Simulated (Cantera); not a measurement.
Cantera run, input and output.

```python
import numpy as np
import cantera as ct

gas = ct.Solution("gri30.yaml")
gas.TPX = 623, 10000, {'CO': 1, 'H2': 0.9, 'CH4': 0.51, 'O2': 1.64, 'N2': 6.17}
flame = ct.FreeFlame(gas, width=0.2)
flame.set_refine_criteria(ratio=3, slope=0.08, curve=0.16)
flame.transport_model = "mixture-averaged"
flame.solve(loglevel=0, auto=True)
flame.transport_model = "multicomponent"
flame.soret_enabled = False
flame.solve(loglevel=0, refine_grid=True)
z, T = flame.grid, flame.T
thick = (T[-1] - T[0]) / np.gradient(T, z).max()
show = ['CO', 'H2', 'CH4', 'CH2O', 'HCN', 'OH']
print(f"laminar burning velocity  {flame.velocity[0] * 100:.3f} cm/s")
print(f"burnt temperature         {T[-1]:.1f} K")
print(f"thermal thickness         {thick * 1e3:.4f} mm")
print(f"grid points               {len(z)}")
z0 = z[flame.heat_release_rate.argmax()]
print(f"{'z/mm':>9s}{'T/K':>9s}{'u/(m/s)':>9s}" + "".join(f"{s:>11s}" for s in show))
rows = []
for k in (-3, -2, -1.5, -1, -0.5, -0.25, 0, 0.25, 0.5, 1, 2, 4, 8):
    zz = z0 + k * thick
    rows.append([k * thick, np.interp(zz, z, T), np.interp(zz, z, flame.velocity),
                 *(np.interp(zz, z, flame.X[gas.species_index(s)]) for s in show)])
    print(f"{rows[-1][0] * 1e3:9.3f}{rows[-1][1]:9.1f}{rows[-1][2]:9.3f}" + "".join(f"{x:11.3e}" for x in rows[-1][3:]))
```

Output:

```
laminar burning velocity  396.358 cm/s
burnt temperature         2365.5 K
thermal thickness         2.5128 mm
grid points               190
     z/mm      T/K  u/(m/s)         CO         H2        CH4       CH2O        HCN         OH
   -7.538    623.0    3.964  9.785e-02  8.806e-02  4.990e-02  1.838e-09 -2.336e-16  1.472e-09
   -5.026    623.3    3.965  9.785e-02  8.798e-02  4.990e-02  2.435e-07  5.959e-16  3.719e-07
   -3.769    625.1    3.976  9.784e-02  8.771e-02  4.989e-02  2.463e-06  1.009e-13  5.113e-06
   -2.513    640.4    4.071  9.773e-02  8.646e-02  4.980e-02  1.341e-05  2.101e-11  3.866e-05
   -1.256    759.9    4.834  9.814e-02  8.143e-02  4.723e-02  6.921e-05  3.397e-09  1.616e-04
   -0.628   1022.9    6.540  1.041e-01  7.516e-02  3.490e-02  3.572e-04  4.195e-08  6.707e-04
    0.000   1430.5    9.228  1.179e-01  6.126e-02  1.017e-02  5.244e-04  2.568e-07  3.613e-03
    0.628   1615.8   10.462  1.159e-01  4.158e-02  8.777e-04  9.060e-05  3.354e-07  7.577e-03
    1.256   1658.4   10.723  1.048e-01  3.145e-02  3.899e-05  4.651e-06  1.816e-07  9.292e-03
    2.513   1694.3   10.897  8.809e-02  2.908e-02  9.190e-08  1.177e-08  3.795e-08  1.019e-02
    5.026   1733.4   11.084  7.489e-02  3.105e-02  4.641e-12  3.813e-11  1.931e-09  1.072e-02
   10.051   1778.5   11.325  7.140e-02  3.172e-02  3.422e-16  3.582e-11  3.503e-11  1.123e-02
   20.102   1841.8   11.670  7.190e-02  3.131e-02  8.712e-17  3.698e-11  6.867e-13  1.183e-02
```

Model: GRI-Mech 3.0 (53 species, 325 reactions), integrated in Cantera. Burning velocities carry a grid error of a few per cent, more on coarse grids.
